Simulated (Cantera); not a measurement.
## Chlorosilane synthesis and conversion: Si + H2 + HCl

Feed: 1 mol Si, 0.76 mol H2, 4 mol HCl, equilibrated at 2.00 bar.

Method: chemical equilibrium by Gibbs-energy minimisation in Cantera with the NASA 1993 tables (ideal gas, pure condensed phases). Candidate condensed phases: Si; 19 gas species. The tables' values for SiCl3 are old estimates; treat these amounts as uncertain. The numbers say what is thermodynamically allowed, not how fast it happens.

| T (K) | x H2 | x SiCl4 | x HCl | x SiHCl3 | x SiCl3 | x SiH2Cl2 |
|---|---|---|---|---|---|---|
| 1023 | 0.696 | 0.229 | 0.0378 | 0.0357 | 0.000703 | 0.000617 |
| 1048 | 0.693 | 0.225 | 0.0413 | 0.0386 | 0.00103 | 0.000753 |
| 1073 | 0.689 | 0.222 | 0.0451 | 0.0415 | 0.00147 | 0.000907 |
| 1098 | 0.685 | 0.218 | 0.0491 | 0.0443 | 0.00207 | 0.00108 |
| 1123 | 0.681 | 0.214 | 0.0533 | 0.0469 | 0.00285 | 0.00126 |
| 1148 | 0.677 | 0.210 | 0.0577 | 0.0494 | 0.00386 | 0.00145 |
| 1173 | 0.673 | 0.205 | 0.0625 | 0.0515 | 0.00512 | 0.00165 |
x: gas mole fraction; nothing condenses.

From 1023 K to 1173 K nothing is condensed. The main Si-bearing gas is SiCl4 throughout.
